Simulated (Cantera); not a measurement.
Feed: 1 mol MgCO3, 5.4 mol CO2, a varied amount of H2, at 525 °C and 0.190 bar.

Method: chemical equilibrium by Gibbs-energy minimisation in Cantera with the NASA 1993 tables (ideal gas, pure condensed phases). Candidate condensed phases: C, C6H6, C7H8, C8H18, H2O, Mg, MgCO3, MgO, Mg(OH)2; 116 gas species. Kinetics and transport are ignored.

**Question.** Which condensed phases are stable at each of these points (n(H2) (mol)): 0.95, 1.3, 1.8, 2.4, 3.3, 4.5, 6.1?

**Answer.** 
```csv
n(H2) (mol),condensed phases,Mg condensed (%)
0.95,MgO(s),100.0
1.3,MgO(s),100.0
1.8,MgO(s),100.0
2.4,MgO(s),100.0
3.3,MgO(s),100.0
4.5,MgO(s),100.0
6.1,C(graphite) + MgO(s),100.0
```

From 0.95 mol H2 to 4.5 mol H2 the condensed part is MgO(s). At 6.1 mol H2 the condensed part is C(graphite) + MgO(s).
